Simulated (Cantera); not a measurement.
Standard-state values (1 bar) from the NASA 1993 polynomials, evaluated with Cantera. Values are per mole of reaction as written; species without (g) are pure solids or liquids, kept so even where they would boil at 1 bar.

2 HF(g) + 2 Cl(g) → 2 HCl(g) + F2(g)

| T (K) | ΔH° (kJ) | ΔS° (J/K) | ΔG° (kJ) | log10 K |
|---|---|---|---|---|
| 300 | … | … | … | … |
| 2050 | … | … | … | … |
| 2075 | 109.9 | -114.5 | 347.4 | -8.74 |
| 2100 | … | … | … | … |
| 2125 | … | … | … | … |
| 2150 | 109.8 | -114.5 | 356.0 | -8.65 |

Question: Some entries are withheld; supply them.

Answer: 
- 300, ΔH° (kJ): 117.9
- 300, ΔS° (J/K): -101.4
- 300, ΔG° (kJ): 148.3
- 300, log10 K: -25.82
- 2050, ΔH° (kJ): 109.9
- 2050, ΔS° (J/K): -114.5
- 2050, ΔG° (kJ): 344.5
- 2050, log10 K: -8.78
- 2100, ΔH° (kJ): 109.8
- 2100, ΔS° (J/K): -114.5
- 2100, ΔG° (kJ): 350.2
- 2100, log10 K: -8.71
- 2125, ΔH° (kJ): 109.8
- 2125, ΔS° (J/K): -114.5
- 2125, ΔG° (kJ): 353.1
- 2125, log10 K: -8.68
